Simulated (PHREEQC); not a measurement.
**Acid rinse or clean: speciation**

Consider water at 20 °C with 0.0016 mol HBr, 6.5e-05 mol CuSO4 and 0.04 mol MnSO4 per kg of water. Closed to the air; pH follows from the charge balance.

The numbers come from PHREEQC with the ion-association model, phreeqc.dat.

Each row changes one thing in this solution. This is a speciation only: nothing precipitates in the calculation.

```json
[
 {"case": "as made", "pH": "3.15", "ionic strength (mol/kgw)": "0.101", "Mn+2 (mol/kgw)": "0.0253", "SO4-2 (mol/kgw)": "0.0246", "MnSO4 (mol/kgw)": "0.0147", "HSO4- (mol/kgw)": "0.000734"},
 {"case": "HBr from 0.0016 to 0.00032 mol/kgw", "pH": "3.85", "ionic strength (mol/kgw)": "0.101", "Mn+2 (mol/kgw)": "0.0251", "SO4-2 (mol/kgw)": "0.0250", "MnSO4 (mol/kgw)": "0.0149", "HSO4- (mol/kgw)": "0.000148"},
 {"case": "temperature from 20 to 5 °C", "pH": "3.11", "ionic strength (mol/kgw)": "0.110", "Mn+2 (mol/kgw)": "0.0274", "SO4-2 (mol/kgw)": "0.0268", "MnSO4 (mol/kgw)": "0.0126", "HSO4- (mol/kgw)": "0.000651"},
 {"case": "CuSO4 replaced by CaSO4 at the same molality", "pH": "3.15", "ionic strength (mol/kgw)": "0.101", "Mn+2 (mol/kgw)": "0.0253", "SO4-2 (mol/kgw)": "0.0246", "MnSO4 (mol/kgw)": "0.0147", "HSO4- (mol/kgw)": "0.000734"},
 {"case": "MnSO4 from 0.04 to 0.08 mol/kgw", "pH": "3.25", "ionic strength (mol/kgw)": "0.186", "Mn+2 (mol/kgw)": "0.0465", "SO4-2 (mol/kgw)": "0.0456", "MnSO4 (mol/kgw)": "0.0335", "HSO4- (mol/kgw)": "0.000901"},
 {"case": "CuSO4 from 6.5e-05 to 0.00013 mol/kgw", "pH": "3.15", "ionic strength (mol/kgw)": "0.102", "Mn+2 (mol/kgw)": "0.0253", "SO4-2 (mol/kgw)": "0.0246", "MnSO4 (mol/kgw)": "0.0147", "HSO4- (mol/kgw)": "0.000735"}
]
```

Complexes and solids missing from the database can't appear. At this temperature some constants are extrapolated from 25 °C, and those without enthalpy data are left unchanged.
